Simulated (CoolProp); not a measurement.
R227EA along the isobar 2190 kPa: fugacity coefficient from the reference equation and from simpler models built on Tc = 374.9 K, pc = 2925 kPa, ω = 0.358; each cubic takes its own stable root.

Computed with CoolProp (reference Helmholtz-energy equation of state, Lemmon 2016).

```json
[
 {"T (K)": "352.3", "phase": "liquid", "reference": "0.6247", "van der Waals": "0.7380", "Redlich-Kwong": "0.6793", "Soave-Redlich-Kwong": "0.6360"},
 {"T (K)": "371.2", "phase": "gas", "reference": "0.7405", "van der Waals": "0.7722", "Redlich-Kwong": "0.7454", "Soave-Redlich-Kwong": "0.7435"},
 {"T (K)": "380.6", "phase": "gas", "reference": "0.7644", "van der Waals": "0.7865", "Redlich-Kwong": "0.7642", "Soave-Redlich-Kwong": "0.7668"},
 {"T (K)": "390.1", "phase": "gas", "reference": "0.7853", "van der Waals": "0.7997", "Redlich-Kwong": "0.7812", "Soave-Redlich-Kwong": "0.7875"},
 {"T (K)": "399.5", "phase": "gas", "reference": "0.8035", "van der Waals": "0.8116", "Redlich-Kwong": "0.7964", "Soave-Redlich-Kwong": "0.8060"},
 {"T (K)": "409", "phase": "gas", "reference": "0.8199", "van der Waals": "0.8226", "Redlich-Kwong": "0.8103", "Soave-Redlich-Kwong": "0.8228"},
 {"T (K)": "418.4", "phase": "gas", "reference": "0.8344", "van der Waals": "0.8327", "Redlich-Kwong": "0.8229", "Soave-Redlich-Kwong": "0.8378"},
 {"T (K)": "427.8", "phase": "gas", "reference": "0.8476", "van der Waals": "0.8420", "Redlich-Kwong": "0.8344", "Soave-Redlich-Kwong": "0.8516"},
 {"T (K)": "437.3", "phase": "gas", "reference": "0.8597", "van der Waals": "0.8507", "Redlich-Kwong": "0.8451", "Soave-Redlich-Kwong": "0.8643"},
 {"T (K)": "446.7", "phase": "gas", "reference": "0.8705", "van der Waals": "0.8587", "Redlich-Kwong": "0.8548", "Soave-Redlich-Kwong": "0.8757"},
 {"T (K)": "456.1", "phase": "gas", "reference": "0.8805", "van der Waals": "0.8662", "Redlich-Kwong": "0.8638", "Soave-Redlich-Kwong": "0.8863"},
 {"T (K)": "465.6", "phase": "gas", "reference": "0.8897", "van der Waals": "0.8732", "Redlich-Kwong": "0.8722", "Soave-Redlich-Kwong": "0.8961"},
 {"T (K)": "475", "phase": "gas", "reference": "0.8980", "van der Waals": "0.8797", "Redlich-Kwong": "0.8799", "Soave-Redlich-Kwong": "0.9050"}
]
```

At some of these states van der Waals gives the other phase, because its saturation line lies elsewhere.
